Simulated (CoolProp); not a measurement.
n-perfluorohexane along the isotherm 176.85 °C: density (kg/m³) from the reference equation and from simpler models built on Tc = 174.9 °C, pc = 17.42 bar, ω = 0.497; each cubic takes its own stable root.

Values from CoolProp's reference Helmholtz-energy equation of state, Gao 2022.

```
p (bar)          phase  reference
-------  -------------  ---------
0.551              gas      5.034
0.979              gas      9.022
1.74               gas      16.30
3.1                gas      29.93
5.51               gas      56.51
9.79               gas      115.1
17.4               gas      382.9
31       supercritical       1075
55.1     supercritical       1189
97.9     supercritical       1283
174      supercritical       1375
```

Task: How far does each simpler model (ideal gas, van der Waals, Redlich-Kwong, Peng-Robinson) lie from the reference over these 11 states: mean and median of the absolute difference, and the worst?

Result: 
- ideal gas: mean 25.9 %, median 14.3 %, worst -73.9 % at 176.85 °C and 31 bar
- van der Waals: mean 13.5 %, median 4.3 %, worst -33.9 % at 176.85 °C and 31 bar
- Redlich-Kwong: mean 5.8 %, median 1.4 %, worst -19.7 % at 176.85 °C and 31 bar
- Peng-Robinson: mean 2.5 %, median 1.0 %, worst -11.3 % at 176.85 °C and 31 bar
